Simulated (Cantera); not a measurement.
Input: 1 mol PbO, 0.55 mol CO, 12 mol H₂, at 2425 K and 2.20 bar.

Method: chemical equilibrium by Gibbs-energy minimisation in Cantera with the NASA 1993 tables (ideal gas, pure condensed phases). Gases not in the tables: (PbO)n polymers. Rates play no part.

| species | before | after |
|---|---|---|
| H₂ | 0.803 | 0.772 |
| CO | 0.0398 | 0.0765 |
| Pb | 0.0732 | 0.0704 |
| H₂O | 0.0725 | 0.0691 |
| H | 0.0108 | 0.0106 |
| CO₂ | 0.000600 | 0.00114 |
| Pb₂ | 2.84e-5 | 2.62e-5 |
| PbO | 0.000108 | 0.000103 |
| OH | 0.000185 | 0.000180 |
Gas species are given as mole fractions.

Question: What was changed between the two runs?
A) temperature from 2425 K to 2173.15 K
B) CO from 0.55 to 1.1 mol
C) temperature from 2425 K to 1323.15 K
D) temperature from 2425 K to 1323 K

Answer: B, CO from 0.55 to 1.1 mol
